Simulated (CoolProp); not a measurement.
Cyclopentane at several states: density (kg/m³) from the reference equation and from simpler models built on Tc = 238.6 °C, pc = 4583 kPa, ω = 0.202; each cubic takes its own stable root.

Computed with CoolProp (reference Helmholtz-energy equation of state, Gedanitz 2015).

```json
[
 {"T (°C)": "154.65", "p (kPa)": "96.9", "phase": "gas", "reference": "1.937", "van der Waals": "1.929", "Redlich-Kwong": "1.934", "Soave-Redlich-Kwong": "1.935", "Peng-Robinson": "1.937"},
 {"T (°C)": "140.25", "p (kPa)": "6410", "phase": "liquid", "reference": "623.5", "van der Waals": "414.3", "Redlich-Kwong": "573.8", "Soave-Redlich-Kwong": "590.4", "Peng-Robinson": "667.1"},
 {"T (°C)": "74.35", "p (kPa)": "22900", "phase": "liquid", "reference": "717.3", "van der Waals": "486.9", "Redlich-Kwong": "686.1", "Soave-Redlich-Kwong": "697.0", "Peng-Robinson": "782.8"}
]
```
